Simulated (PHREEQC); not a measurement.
Hard or scaling water: an equilibrium model

Consider water at 28 °C with 5.6e-05 mol Ca(HCO3)2 and 0.0033 mol NaHCO3 per kg of water. Closed to the air; pH follows from the charge balance.

Model: ion-association model, phreeqc.dat, run in PHREEQC.

The pH comes out as 8.23 and the ionic strength is 0.00348 mol/kgw. The specific conductance is 330 µS/cm. The total alkalinity comes out as 3.41 meq/kg.

| species | molality | activity | log γ |
|---|---|---|---|
| HCO3- | 0.00333 | 0.00312 | -0.027 |
| Na+ | 0.00329 | 0.00309 | -0.028 |
| Ca+2 | 5.23e-5 | 4.06e-5 | -0.110 |
| CO2 | 4.00e-5 | 4.00e-5 | 0.000 |
| CO3-2 | 3.39e-5 | 2.63e-5 | -0.110 |
| NaHCO3 | 5.33e-6 | 5.34e-6 | 0.000 |
| OH- | 2.30e-6 | 2.15e-6 | -0.028 |
| CaCO3 | 1.91e-6 | 1.91e-6 | 0.000 |
| NaCO3- | 1.88e-6 | 1.76e-6 | -0.028 |
| CaHCO3+ | 1.80e-6 | 1.69e-6 | -0.027 |
| H+ | 6.26e-9 | 5.90e-9 | -0.026 |
| CaOH+ | 1.22e-9 | 1.14e-9 | -0.028 |

No solid was allowed to form.
